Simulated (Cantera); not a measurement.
A freely propagating, adiabatic, planar premixed flame of 3.38 % CH4, 2.94 % C2H6, 0.878 % C3H8, 19.5 % O2, 73.3 % N2, equivalence ratio 1.1, unburnt at 450 K and 3750 Torr; mixture-averaged transport, grid criteria slope 0.08 and curve 0.16, no radiation.

Detailed kinetics in Cantera: GRI-Mech 3.0 (53 species, 325 reactions). Burning velocities carry a grid error of a few per cent, more on coarse grids.

x: mole fraction of selected species; z is measured from the peak of heat release.

| z (mm) | T (K) | u (m/s) | x CH4 | x C2H6 | x C3H8 | x H2 | x OH | x CH3 |
|---|---|---|---|---|---|---|---|---|
| -0.279 | 451 | 0.538 | 0.0337 | 0.0294 | 0.00877 | 0.00132 | <1e-8 | <1e-8 |
| -0.186 | 454 | 0.543 | 0.0336 | 0.0293 | 0.00876 | 0.00334 | <1e-8 | <1e-8 |
| -0.140 | 465 | 0.559 | 0.0332 | 0.0291 | 0.00873 | 0.00572 | <1e-8 | <1e-8 |
| -0.0931 | 544 | 0.659 | 0.0315 | 0.0282 | 0.00858 | 0.0103 | <1e-8 | 8.25e-8 |
| -0.0465 | [?] | 1.23 | [?] | [?] | [?] | [?] | [?] | [?] |
| -0.0233 | 1435 | 1.81 | 0.0147 | 0.00801 | 0.00229 | 0.0207 | 0.000146 | 0.00118 |
| 0 | 1852 | 2.37 | 0.00463 | 0.000424 | 4.60e-5 | 0.0209 | 0.00158 | 0.00165 |
| 0.0233 | 2042 | 2.60 | 0.000417 | 9.82e-7 | <1e-8 | 0.0171 | 0.00481 | 0.000247 |
| 0.0465 | 2110 | 2.68 | 1.86e-5 | <1e-8 | <1e-8 | 0.0150 | 0.00638 | 1.35e-5 |
| 0.0931 | 2181 | 2.75 | 5.04e-8 | <1e-8 | <1e-8 | 0.0143 | 0.00634 | 4.36e-8 |
| 0.186 | 2249 | 2.83 | <1e-8 | <1e-8 | <1e-8 | 0.0133 | [?] | <1e-8 |
| 0.372 | 2302 | 2.88 | <1e-8 | <1e-8 | <1e-8 | 0.0121 | 0.00381 | <1e-8 |
| 0.745 | 2334 | 2.92 | <1e-8 | <1e-8 | <1e-8 | 0.0113 | 0.00266 | <1e-8 |

What belongs in the gaps?


- -0.0465, T (K): 993
- -0.0465, x CH4: 0.0232
- -0.0465, x C2H6: 0.0196
- -0.0465, x C3H8: 0.00630
- -0.0465, x H2: 0.0173
- -0.0465, x OH: 9.55e-6
- -0.0465, x CH3: 9.88e-5
- 0.186, x OH: 0.00520
